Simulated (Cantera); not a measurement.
# Adiabatic ignition

An adiabatic, constant-pressure homogeneous reactor starts with 26.7 % H2, 15.4 % O2, 57.8 % N2, 0.134 % NO, at 1400 K and 0.660 bar.

Cantera simulation using GRI-Mech 3.0 (53 species, 325 reactions); the numbers are that mechanism's predictions, not measurements.

```tsv
t (s)	T (K)	x H2	x O2	x NO	x O	x N2O	x NO2	x N2
5.00e-6	1400	0.267	0.154	0.00134	1.45e-7	1.31e-10	1.19e-8	0.578
1.01e-5	1400	0.267	0.154	0.00134	2.45e-6	6.87e-10	6.03e-8	0.578
2.05e-5	1404	0.260	0.151	0.00134	0.000626	3.49e-8	3.36e-7	0.578
4.16e-5	1851	0.0489	0.0459	0.00139	0.0293	5.18e-8	9.24e-8	0.595
8.44e-5	2218	0.0476	0.0391	0.00148	0.0225	6.31e-8	1.01e-7	0.613
0.000171	2504	0.0414	0.0339	0.00164	0.0157	1.17e-7	1.76e-7	0.627
0.000347	2699	0.0342	0.0300	0.00218	0.0107	2.79e-7	3.97e-7	0.637
0.000702	2749	0.0319	0.0286	0.00351	0.00936	3.69e-7	7.33e-7	0.639
0.00142	2748	0.0320	0.0277	0.00579	0.00910	3.85e-7	1.20e-6	0.638
0.00289	2745	0.0322	0.0266	0.00860	0.00881	4.11e-7	1.75e-6	0.637
0.00585	2743	0.0324	0.0260	0.0104	0.00863	4.33e-7	2.09e-6	0.636
0.0119	2743	0.0324	0.0259	0.0107	0.00860	4.38e-7	2.15e-6	0.636
0.0240	2743	0.0324	0.0259	0.0107	0.00860	4.38e-7	2.16e-6	0.636
0.0487	2743	0.0324	0.0259	0.0107	0.00860	4.38e-7	2.16e-6	0.636
0.0987	2743	0.0324	0.0259	0.0107	0.00860	4.38e-7	2.16e-6	0.636
0.200	2743	0.0324	0.0259	0.0107	0.00860	4.38e-7	2.16e-6	0.636
```
x: mole fraction; the columns are a selection and need not sum to one.

```json
{
  "time_of_steepest_temperature_rise": "28.0 µs",
  "temperature at 0.200 s": "2743 K",
  "equilibrium_temperature": "2743 K",
  "x(H2) at 0.200 s": "0.0324 (gas-phase equilibrium 0.0324)",
  "x(O2) at 0.200 s": "0.0259 (gas-phase equilibrium 0.0259)",
  "x(NO) at 0.200 s": "0.0107 (gas-phase equilibrium 0.0107)"
}
```
